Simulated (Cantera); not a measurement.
A perfectly stirred reactor is fed with 8.20 % CH4, 0.549 % CO, 19.2 % O2, 72.1 % N2, equivalence ratio 0.87, at 0.210 bar; it is adiabatic with a 800 K inlet, and is followed from long to short residence time, starting on the burning branch (τ in s: 0.051, 0.023, 0.01, 0.0047, 0.0022, 0.00097, 0.00044, 0.0002, 9.1e-05, 4.1e-05, 1.9e-05).

Model: GRI-Mech 3.0 (53 species, 325 reactions), integrated in Cantera.

Question: Predict: blow-out, bracketed by the residence times tried; x(CH4) at τ = 51.0 ms; x(CO) at τ = 51.0 ms; x(O2) at τ = 51.0 ms; x(H) at τ = 51.0 ms; x(N2O) at τ = 51.0 ms; x(CH4) at τ = 0.970 ms; x(CO) at τ = 0.970 ms; x(O2) at τ = 0.970 ms; x(H) at τ = 0.970 ms; x(N2O) at τ = 0.970 ms.

Answer: 
- blow-out, bracketed by the residence times tried = burning at 0.200 ms, out at 91.0 µs
- x(CH4) at τ = 51.0 ms = 6.54e-6
- x(CO) at τ = 51.0 ms = 0.0169
- x(O2) at τ = 51.0 ms = 0.0321
- x(H) at τ = 51.0 ms = 0.00299
- x(N2O) at τ = 51.0 ms = 9.19e-8
- x(CH4) at τ = 0.970 ms = 0.000198
- x(CO) at τ = 0.970 ms = 0.0310
- x(O2) at τ = 0.970 ms = 0.0428
- x(H) at τ = 0.970 ms = 0.0141
- x(N2O) at τ = 0.970 ms = 3.15e-8
